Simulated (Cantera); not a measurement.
Transport properties of process gases

Gas mixture: 100 % NO, at 0.987 atm, frozen composition.

Cantera's kinetic-theory transport with the Lennard-Jones parameters of GRI-Mech 3.0, ideal gas; thermal conductivity in the multicomponent form. The composition is frozen, though it would react at the higher temperatures.

| T (K) | ρ (kg/m³) | cp (J/kg/K) | μ (µPa s) | λ (mW/m/K) | Pr | D (cm²/s) CH4 | D (cm²/s) OH | D (cm²/s) NO |
|---|---|---|---|---|---|---|---|---|
| 400 | 0.902 | 998.6 | 23.1 | 32.5 | 0.711 | 0.374 | 0.524 | 67.6 |
| 500 | 0.722 | 1016 | 27.0 | 38.7 | 0.709 | 0.550 | 0.766 | 100 |
| 600 | 0.601 | 1041 | 30.6 | 45.0 | 0.708 | 0.752 | 1.04 | 138 |
| 700 | 0.516 | 1067 | 34.0 | 51.2 | 0.708 | 0.977 | 1.35 | 180 |
| 800 | 0.451 | 1092 | 37.1 | 57.3 | 0.708 | 1.22 | 1.69 | 226 |
| 900 | 0.401 | 1114 | 40.1 | 63.1 | 0.707 | 1.49 | 2.06 | 276 |
| 1000 | 0.361 | 1133 | 42.9 | 68.8 | 0.707 | 1.78 | 2.45 | 330 |
| 1100 | 0.328 | 1147 | 45.7 | 74.1 | 0.707 | 2.09 | 2.87 | 388 |
| 1200 | 0.301 | 1159 | 48.4 | 79.3 | 0.707 | 2.41 | 3.32 | 449 |
D: mixture-averaged diffusion coefficient of that species in the mixture.
